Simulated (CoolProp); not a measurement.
A single-stage vapour-compression cycle with vinyl chloride: evaporating at 310.15 K (dew point), condensing at 345.15 K (bubble point), superheat 0 K, subcooling 8 K, compressor efficiency 0.8, no pressure losses. Each further row changes one setting.

Computed with CoolProp (reference Helmholtz-energy equation of state, Thol 2022).

```tsv
case	cooling COP	pressure ratio	discharge temperature (K)	refrigerating effect (kJ/kg)	volumetric capacity (kJ/m³)
as stated	6.44	2.35	364.7	268	4000
evaporating temperature 315.15 K	7.75	2.06	361.5	271	4600
condensing temperature 340.15 K	7.66	2.10	357.3	276	4120
subcooling 13 K	6.64	2.35	364.7	276	4120
superheat 10 K	6.39	2.35	375.0	278	3970
compressor efficiency 0.7	5.64	2.35	369.8	268	4000
```
